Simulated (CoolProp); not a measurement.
Properties of water along the isobar 70.5 MPa.

Model: reference Helmholtz-energy equation of state, Wagner 2002, in CoolProp.

| T (K) | phase | density (kg/m³) | Joule-Thomson coefficient (K/MPa) | viscosity (µPa s) | Prandtl number | fugacity coefficient |
|---|---|---|---|---|---|---|
| 543.9 | liquid | ___ | -0.06291 | 114 | 0.762 | 0.09038 |
| 552.6 | liquid | 823.6 | -0.05103 | 110 | 0.756 | 0.1013 |
| 561.2 | liquid | 813.0 | -0.03829 | 107 | 0.752 | 0.1128 |
| 569.9 | liquid | 802.0 | ___ | ___ | 0.750 | 0.1252 |
| 578.5 | liquid | 790.8 | -0.009252 | 102 | 0.749 | 0.1383 |
| 587.2 | liquid | 779.2 | 0.007353 | 99.1 | 0.750 | 0.1522 |
| 595.8 | liquid | 767.3 | 0.02529 | 96.6 | 0.753 | 0.1666 |
| 604.5 | liquid | 754.8 | 0.04518 | 94.1 | 0.757 | 0.1820 |
| 613.1 | liquid | 742.1 | 0.06677 | 91.8 | 0.762 | 0.1978 |
| 621.8 | liquid | 728.8 | 0.09081 | 89.4 | 0.769 | 0.2144 |
| 630.4 | liquid | ___ | 0.1170 | 87.2 | 0.778 | ___ |
| 639 | liquid | 701.1 | 0.1460 | 85.0 | 0.789 | 0.2490 |

Q: Some entries are withheld; supply them.

A: 
- 543.9, density (kg/m³): 833.9
- 569.9, Joule-Thomson coefficient (K/MPa): -0.02430
- 569.9, viscosity (µPa s): 105
- 630.4, density (kg/m³): 715.2
- 630.4, fugacity coefficient: 0.2314

Viscosity comes from a separate model (Huber 2009). Thermal conductivity comes from a separate model (Huber 2012).
